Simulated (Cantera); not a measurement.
A closed system holds: 1 mol Fe, 0.26 mol SO₂, 68 mol N₂, at 1.33 mbar.

Method: chemical equilibrium by Gibbs-energy minimisation in Cantera with the NASA 1993 tables (ideal gas, pure condensed phases). Candidate condensed phases: Fe, FeO, FeS, FeSO₄, FeS₂, Fe₂O₃, Fe₂(SO₄)₃, Fe₃O₄, S; 19 gas species. Mutual solubility and eutectic melting of coexisting phases are not modelled. The tables' stoichiometric FeO is somewhat more stable than real wüstite, so its field is too wide. FeO: taken at fixed stoichiometry. Rates play no part.

Task: Which condensed phases are stable at each of these points (T (K)): 1400, 1450, 1500, 1550, 1600, 1650, 1700, 1750, 1800?

Result: 
```csv
T (K),condensed phases,Fe condensed (%)
1400,Fe(γ) + FeO(s),99.9
1450,Fe(γ) + FeO(s),99.7
1500,Fe(γ) + FeO(s),99.2
1550,Fe(γ) + FeO(s),97.9
1600,Fe(γ) + FeO(s),94.4
1650,Fe(γ) + FeO(l),86.1
1700,Fe(δ) + FeO(l),67.5
1750,Fe(δ) + FeO(l),27.6
1800,FeO(l),11.7
```

From 1400 K to 1600 K the condensed part is Fe(γ) + FeO(s). At 1650 K the condensed part is Fe(γ) + FeO(l). From 1700 K to 1750 K the condensed part is Fe(δ) + FeO(l). At 1800 K the condensed part is FeO(l).
